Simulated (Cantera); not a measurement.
Thermodynamics of silicon oxide and oxynitride deposition, feed HMDSO + N2O

Feed: 1 mol HMDSO, 1.3 mol N2O, held at 37.0 Pa.

Method: chemical equilibrium by Gibbs-energy minimisation in Cantera with the NASA 1993 tables (ideal gas, pure condensed phases). Candidate condensed phases: C, C6H6, C7H8, C8H18, H2O, Si, SiC, SiO2, Si2N2O, Si3N4; 151 gas species. The feed counts by its element totals alone. Mutual solubility and eutectic melting of coexisting phases are not modelled. Equilibrium is a limit: real reactors are often held back by kinetics, nucleation or transport.

```json
[
 {"T (K)": "798", "x H2": "0.924", "x CO": "0.000135", "x N2": "0.0753", "x CH4": "0.000439", "x H2O": "1.13e-6", "x HCN": "2.35e-8", "x H": "1.33e-10", "x CO2": "7.07e-10", "n C(graphite)": "5.99", "n SiO2(α-quartz)": "0.866", "n Si2N2O(s)": "0.567", "n SiO2(β-quartz)": "0"},
 {"T (K)": "823", "x H2": "0.924", "x CO": "0.000306", "x N2": "0.0752", "x CH4": "0.000295", "x H2O": "1.39e-6", "x HCN": "4.34e-8", "x H": "3.67e-10", "x CO2": "1.66e-9", "n C(graphite)": "5.99", "n SiO2(α-quartz)": "0.865", "n Si2N2O(s)": "0.568", "n SiO2(β-quartz)": "0"},
 {"T (K)": "848", "x H2": "0.924", "x CO": "0.000663", "x N2": "0.0751", "x CH4": "0.000202", "x H2O": "1.67e-6", "x HCN": "7.70e-8", "x H": "9.51e-10", "x CO2": "3.71e-9", "n C(graphite)": "5.99", "n SiO2(α-quartz)": "0", "n Si2N2O(s)": "0.569", "n SiO2(β-quartz)": "0.862"},
 {"T (K)": "873", "x H2": "0.924", "x CO": "0.00137", "x N2": "0.0748", "x CH4": "0.000142", "x H2O": "1.99e-6", "x HCN": "1.32e-7", "x H": "2.34e-9", "x CO2": "7.87e-9", "n C(graphite)": "5.99", "n SiO2(α-quartz)": "0", "n Si2N2O(s)": "0.571", "n SiO2(β-quartz)": "0.858"},
 {"T (K)": "898", "x H2": "0.923", "x CO": "0.00271", "x N2": "0.0743", "x CH4": "0.000101", "x H2O": "2.34e-6", "x HCN": "2.20e-7", "x H": "5.47e-9", "x CO2": "1.59e-8", "n C(graphite)": "5.97", "n SiO2(α-quartz)": "0", "n Si2N2O(s)": "0.575", "n SiO2(β-quartz)": "0.849"},
 {"T (K)": "923", "x H2": "0.921", "x CO": "0.00515", "x N2": "0.0734", "x CH4": "7.31e-5", "x H2O": "2.71e-6", "x HCN": "3.54e-7", "x H": "1.22e-8", "x CO2": "3.10e-8", "n C(graphite)": "5.95", "n SiO2(α-quartz)": "0", "n Si2N2O(s)": "0.583", "n SiO2(β-quartz)": "0.833"},
 {"T (K)": "948", "x H2": "0.919", "x CO": "0.00943", "x N2": "0.0717", "x CH4": "5.36e-5", "x H2O": "3.11e-6", "x HCN": "5.53e-7", "x H": "2.61e-8", "x CO2": "5.76e-8", "n C(graphite)": "5.91", "n SiO2(α-quartz)": "0", "n Si2N2O(s)": "0.597", "n SiO2(β-quartz)": "0.805"},
 {"T (K)": "973", "x H2": "0.914", "x CO": "0.0166", "x N2": "0.0690", "x CH4": "3.98e-5", "x H2O": "3.50e-6", "x HCN": "8.35e-7", "x H": "5.37e-8", "x CO2": "1.03e-7", "n C(graphite)": "5.84", "n SiO2(α-quartz)": "0", "n Si2N2O(s)": "0.621", "n SiO2(β-quartz)": "0.757"},
 {"T (K)": "998", "x H2": "0.907", "x CO": "0.0282", "x N2": "0.0645", "x CH4": "2.97e-5", "x H2O": "3.87e-6", "x HCN": "1.22e-6", "x H": "1.07e-7", "x CO2": "1.74e-7", "n C(graphite)": "5.72", "n SiO2(α-quartz)": "0", "n Si2N2O(s)": "0.660", "n SiO2(β-quartz)": "0.680"},
 {"T (K)": "1023", "x H2": "0.896", "x CO": "0.0459", "x N2": "0.0577", "x CH4": "2.23e-5", "x H2O": "4.17e-6", "x HCN": "1.69e-6", "x H": "2.04e-7", "x CO2": "2.79e-7", "n C(graphite)": "5.54", "n SiO2(α-quartz)": "0", "n Si2N2O(s)": "0.720", "n SiO2(β-quartz)": "0.559"},
 {"T (K)": "1048", "x H2": "0.881", "x CO": "0.0711", "x N2": "0.0481", "x CH4": "1.68e-5", "x H2O": "4.33e-6", "x HCN": "2.22e-6", "x H": "3.77e-7", "x CO2": "4.15e-7", "n C(graphite)": "5.27", "n SiO2(α-quartz)": "0", "n Si2N2O(s)": "0.809", "n SiO2(β-quartz)": "0.382"},
 {"T (K)": "1073", "x H2": "0.861", "x CO": "0.103", "x N2": "0.0357", "x CH4": "1.26e-5", "x H2O": "4.28e-6", "x HCN": "2.70e-6", "x H": "6.76e-7", "x CO2": "5.58e-7", "n C(graphite)": "4.92", "n SiO2(α-quartz)": "0", "n Si2N2O(s)": "0.927", "n SiO2(β-quartz)": "0.146"},
 {"T (K)": "1098", "x H2": "0.849", "x CO": "0.123", "x N2": "0.0283", "x CH4": "9.75e-6", "x H2O": "3.54e-6", "x HCN": "3.36e-6", "x H": "1.18e-6", "x CO2": "5.08e-7", "n C(graphite)": "4.70", "n SiO2(α-quartz)": "0", "n Si2N2O(s)": "1.00", "n SiO2(β-quartz)": "0"}
]
```
x: gas mole fraction; n: condensed amount in mol.

From 798 K to 823 K the condensed part is C(graphite) + SiO2(α-quartz) + Si2N2O(s). From 848 K to 1073 K the condensed part is C(graphite) + SiO2(β-quartz) + Si2N2O(s). At 1098 K the condensed part is C(graphite) + Si2N2O(s).
